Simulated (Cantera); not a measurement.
A closed system holds: 1 mol Al2O3, 0.077 mol N2, at 1.00 bar.

These are equilibrium values from Cantera (NASA tables, ideal gas, pure condensed phases), not measurements of a reactor. Candidate condensed phases: Al, AlN, Al2O3; 16 gas species. The numbers say what is thermodynamically allowed, not how fast it happens.

x: gas mole fraction; n: condensed amount in mol.

```csv
T (°C),x N2,x NO,x Al,x O,n Al2O3(s),n Al2O3(l)
1352,1.00,4.55e-11,2.97e-11,<1e-12,1.00,0
1427,1.00,2.43e-10,1.60e-10,1.53e-12,1.00,0
1502,1.00,1.13e-9,7.43e-10,1.16e-11,1.00,0
1577,1.00,(withheld),(withheld),(withheld),1.00,0
1652,1.00,(withheld),(withheld),(withheld),1.00,0
1727,1.00,5.70e-8,3.65e-8,2.03e-9,1.00,0
1802,1.00,1.74e-7,1.11e-7,8.83e-9,1.00,0
1877,1.000,4.91e-7,3.09e-7,3.47e-8,1.00,0
1952,1.000,1.29e-6,8.04e-7,1.24e-7,1.00,0
2027,1.000,3.18e-6,1.97e-6,4.09e-7,1.00,0
2102,1.000,7.19e-6,4.46e-6,1.22e-6,0,1.00
2177,1.000,1.52e-5,9.53e-6,3.31e-6,0,1.000
2252,1.000,3.05e-5,1.95e-5,8.47e-6,0,1.000
```

Problem. Some entries are withheld; supply them.

Solution. 
- 1652, x NO: 1.71e-8
- 1652, x Al: 1.11e-8
- 1652, x O: 4.14e-10
- 1577, x NO: 4.65e-9
- 1577, x Al: 3.03e-9
- 1577, x O: 7.45e-11
